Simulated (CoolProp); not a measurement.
A single-stage vapour-compression cycle with the fluid: evaporating at 293.15 K (dew point), condensing at 362.15 K (bubble point), superheat 0 K, subcooling 0 K, compressor efficiency 0.7, no pressure losses. The same conditions are run with several fluids, on thermodynamics alone (safety and materials aside).

Computed with CoolProp (reference Helmholtz-energy equation of state of each fluid (R1336mzz(E): Akasaka 2023; R114: Platzer 1990; the fluoroketone C6F12O (FK-5-1-12): McLinden 2015; n-perfluoropentane: Gao 2022; benzene: Thol 2012; dimethyl ether: Wu 2011)). The equations of Platzer and Polt are older, rougher fits.

Q: Rank R1336mzz(E), R114, the fluoroketone C6F12O (FK-5-1-12), n-perfluoropentane, benzene, dimethyl ether by cooling COP, highest first.

A: benzene (2.43), dimethyl ether (1.93), R114 (1.70), R1336mzz(E) (1.54), the fluoroketone C6F12O (FK-5-1-12) (0.881), n-perfluoropentane (0.823)

```csv
fluid,pressure ratio,discharge temperature (K),refrigerating effect (kJ/kg),volumetric capacity (kJ/m³)
R1336mzz(E),7.26,362.2,56.9,665
R114,6.22,362.2,57.4,780
the fluoroketone C6F12O (FK-5-1-12),10.4,362.1,18.2,79.0
n-perfluoropentane,8.38,362.1,16.7,146
benzene,13.2,399.5,311,101
dimethyl ether,5.24,389.6,223,2410
```

The compression ends wet for: R1336mzz(E); R114; the fluoroketone C6F12O (FK-5-1-12); n-perfluoropentane.
